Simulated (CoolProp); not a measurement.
Model: reference Helmholtz-energy equation of state, Span 2003, in CoolProp. It is a short technical equation, of lower accuracy than the large ones.

Task: Give the vapour pressure (MPa), vapour density (kg/m³), enthalpy of vaporisation (kJ/kg), surface tension (mN/m) of saturated n-heptane at 134.75, 196.15 °C.

Result: 
```json
[
 {"T (°C)": "134.75", "p (MPa)": "0.264", "vapour density (kg/m³)": "8.70", "enthalpy of vaporisation (kJ/kg)": "289", "surface tension (mN/m)": "9.40"},
 {"T (°C)": "196.15", "p (MPa)": "0.917", "vapour density (kg/m³)": "31.3", "enthalpy of vaporisation (kJ/kg)": "225", "surface tension (mN/m)": "4.32"}
]
```

Surface tension comes from a separate correlation (Mulero 2012).
